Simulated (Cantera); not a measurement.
Input: 1 mol Si, 5.8 mol F₂, 1.3 mol H₂, at 1450 K and 21.0 mbar.

Method: chemical equilibrium by Gibbs-energy minimisation in Cantera with the NASA 1993 tables (ideal gas, pure condensed phases). Candidate condensed phases: Si; 25 gas species. Kinetics and transport are ignored.

Base state: F 0.579, HF 0.303, SiF₄ 0.116, F₂ 0.00150 (mole fractions); condensed: gas only.

Q: What changes in the equilibrium state with this change: temperature from 1450 K to 950 K?

A: 
| species | before | after |
|---|---|---|
| HF | 0.303 | 0.382 |
| F₂ | 0.00150 | 0.264 |
| F | 0.579 | 0.207 |
| SiF₄ | 0.116 | 0.147 |
